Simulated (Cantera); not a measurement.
A freely propagating, adiabatic, planar premixed flame of 37.1 % H₂, 13.2 % O₂, 49.7 % N₂, unburnt at 375 K and 750 Torr; unity-Lewis-number transport, grid criteria slope 0.08 and curve 0.16, no radiation.

Detailed kinetics in Cantera: the H2/O2 subset of GRI-Mech 3.0, which has no nitrogen chemistry. Unity Lewis numbers drop preferential diffusion, which matters most where H2 and H carry the flame. Burning velocities carry a grid error of a few per cent, more on coarse grids.

Task: Predict: laminar burning velocity; thermal thickness; peak x(OH); peak x(H₂O₂); peak x(H).

Result: 
```json
{
  "laminar_burning_velocity": "260 cm/s",
  "thermal_thickness": "0.320 mm",
  "peak x(OH)": "0.0105",
  "peak x(H₂O₂)": "2.40e-5",
  "peak x(H)": "0.0780"
}
```
